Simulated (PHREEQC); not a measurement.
Consider water at 25 °C with 0.014 mol/kgw NiSO4, 0.037 mol/kgw ZnCl2 and 0.0049 mol/kgw NaCl. Closed to the air; pH follows from the charge balance.

Computed with PHREEQC (ion-association model, wateq4f.dat).

No solid was allowed to form.

Question: What pH does the model give?

Answer: pH 5.32.

Question: In which forms is Ni present?

Answer: Ni+2 82 %, NiSO4 12 %, NiCl+ 5.2 %, NiCl2 0.8 % of the Ni.
